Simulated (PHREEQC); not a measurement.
Dissolve 9.6 mmol/kgw H2SO4, 190 mmol/kgw KCl and 1.2 mmol/kgw MnCl2 at 37 °C. Closed to the air; pH follows from the charge balance.

Model: Pitzer model, pitzer.dat, run in PHREEQC.

Task: The ionic strength comes out as 0.216 mol/kgw. What activity coefficients do Mn+2, K+, HSO4-, H+, SO4-2 get?

Result: Mn+2 0.26, K+ 0.71, HSO4- 0.69, H+ 0.75, SO4-2 0.20. Single-ion values are on the MacInnes scale.

No solid was allowed to form. At this temperature some constants are extrapolated from 25 °C, and those without enthalpy data are left unchanged.
